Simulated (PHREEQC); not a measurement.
Synthetic water in mg/L, 25 °C, pH 6.46, pe -2: Na 16.4; K 231; Ca 89.7; Mg 1.71; Cl 129; S(6) as SO4 11.4; Alkalinity as HCO3 458; Mn(2) 0.621; Li 0.0478; F 3.65; Fe(2) 17.1.

Valence states are taken as typed.

Equilibrium calculation in PHREEQC: ion-association model, phreeqc.dat.

Precipitation was switched off in this run.

### Question
Order these C species by the share of C that they hold, largest first: CaHCO3+, FeHCO3+, HCO3-, CO2.

### Answer
HCO3- (58 %), CO2 (40 %), CaHCO3+ (0.98 %), FeHCO3+ (0.76 %)

### Question
Order these Mg species by the share of Mg that they hold, largest first: Mg+2, MgF+, MgSO4, MgHCO3+.

### Answer
Mg+2 (93 %), MgHCO3+ (5.1 %), MgSO4 (0.86 %), MgF+ (0.75 %)

The pH is 6.46 and the ionic strength 0.0139 mol/kgw. Saturation is exceeded, for instance for Siderite, Fluorite; the values hold only as long as no solid forms. Species that the database lacks are ignored. Fluoro complexes past AlF4- and FeF3 are missing from the database.
